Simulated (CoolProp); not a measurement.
C3F8 (R218) at 379.23 K and 0.117 MPa is throttled through a valve to 0.02 MPa with no heat exchange. Each further row changes one setting.

Model: reference Helmholtz-energy equation of state, Lemmon 2006, in CoolProp. It is a short technical equation, of lower accuracy than the large ones.

```json
[
 {"case": "as stated", "temperature change (K)": "?", "final density (kg/m³)": "?"},
 {"case": "outlet pressure 0.006 MPa", "temperature change (K)": "?", "final density (kg/m³)": "?"},
 {"case": "outlet pressure 0.026 MPa", "temperature change (K)": "?", "final density (kg/m³)": "?"}
]
```

Task: Some entries are withheld; supply them.

Result: 
- as stated, temperature change (K): -0.6
- as stated, final density (kg/m³): 1.20
- outlet pressure 0.006 MPa, temperature change (K): -0.7
- outlet pressure 0.006 MPa, final density (kg/m³): 0.359
- outlet pressure 0.026 MPa, temperature change (K): -0.5
- outlet pressure 0.026 MPa, final density (kg/m³): 1.56
